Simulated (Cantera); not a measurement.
**Thermodynamics of iron carbonyl, mercury and lead vapours, feed Pb + O₂ + H₂**

Feed: 1 mol Pb, 0.13 mol O₂, 56 mol H₂, at 9.90 mbar.

Equilibrium computed with Cantera from the NASA thermochemical tables; the gas is ideal and each condensed phase is pure. Candidate condensed phases: H₂O, Pb, PbO, PbO₂, Pb₃O₄; 12 gas species. Kinetics and transport are ignored.

```json
[
 {"T (K)": "500", "x H₂": "0.995", "x Pb": "<1e-12", "x H₂O": "0.00464", "x H": "<1e-12", "x Pb₂": "<1e-12", "x PbO": "<1e-12", "n Pb(s)": "1.00", "n Pb(l)": "0"},
 {"T (K)": "575", "x H₂": "0.995", "x Pb": "9.69e-11", "x H₂O": "0.00464", "x H": "<1e-12", "x Pb₂": "<1e-12", "x PbO": "<1e-12", "n Pb(s)": "1.00", "n Pb(l)": "0"},
 {"T (K)": "650", "x H₂": "0.995", "x Pb": "9.45e-9", "x H₂O": "0.00464", "x H": "<1e-12", "x Pb₂": "<1e-12", "x PbO": "<1e-12", "n Pb(s)": "0", "n Pb(l)": "1.000"},
 {"T (K)": "725", "x H₂": "0.995", "x Pb": "3.41e-7", "x H₂O": "0.00464", "x H": "<1e-12", "x Pb₂": "<1e-12", "x PbO": "<1e-12", "n Pb(s)": "0", "n Pb(l)": "1.000"},
 {"T (K)": "800", "x H₂": "0.995", "x Pb": "6.21e-6", "x H₂O": "0.00464", "x H": "2.90e-11", "x Pb₂": "<1e-12", "x PbO": "<1e-12", "n Pb(s)": "0", "n Pb(l)": "1.000"},
 {"T (K)": "875", "x H₂": "0.995", "x Pb": "6.81e-5", "x H₂O": "0.00464", "x H": "5.03e-10", "x Pb₂": "2.50e-11", "x PbO": "<1e-12", "n Pb(s)": "0", "n Pb(l)": "0.996"},
 {"T (K)": "950", "x H₂": "0.995", "x Pb": "0.000508", "x H₂O": "0.00464", "x H": "5.58e-9", "x Pb₂": "7.27e-10", "x PbO": "3.04e-12", "n Pb(s)": "0", "n Pb(l)": "0.972"},
 {"T (K)": "1025", "x H₂": "0.993", "x Pb": "0.00281", "x H₂O": "0.00463", "x H": "4.36e-8", "x Pb₂": "1.27e-8", "x PbO": "5.19e-11", "n Pb(s)": "0", "n Pb(l)": "0.842"},
 {"T (K)": "1100", "x H₂": "0.983", "x Pb": "0.0122", "x H₂O": "0.00459", "x H": "2.58e-7", "x Pb₂": "1.49e-7", "x PbO": "6.02e-10", "n Pb(s)": "0", "n Pb(l)": "0.306"},
 {"T (K)": "1175", "x H₂": "0.978", "x Pb": "0.0175", "x H₂O": "0.00456", "x H": "1.22e-6", "x Pb₂": "2.01e-7", "x PbO": "2.03e-9", "n Pb(s)": "0", "n Pb(l)": "0"},
 {"T (K)": "1250", "x H₂": "0.978", "x Pb": "0.0175", "x H₂O": "0.00456", "x H": "4.80e-6", "x Pb₂": "1.38e-7", "x PbO": "4.32e-9", "n Pb(s)": "0", "n Pb(l)": "0"},
 {"T (K)": "1325", "x H₂": "0.978", "x Pb": "0.0175", "x H₂O": "0.00456", "x H": "1.63e-5", "x Pb₂": "9.94e-8", "x PbO": "8.46e-9", "n Pb(s)": "0", "n Pb(l)": "0"},
 {"T (K)": "1400", "x H₂": "0.978", "x Pb": "0.0175", "x H₂O": "0.00456", "x H": "4.83e-5", "x Pb₂": "7.39e-8", "x PbO": "1.54e-8", "n Pb(s)": "0", "n Pb(l)": "0"}
]
```
x: gas mole fraction; n: condensed amount in mol.

From 500 K to 575 K the condensed part is Pb(s). From 650 K to 1100 K the condensed part is Pb(l). From 1175 K to 1400 K nothing is condensed.
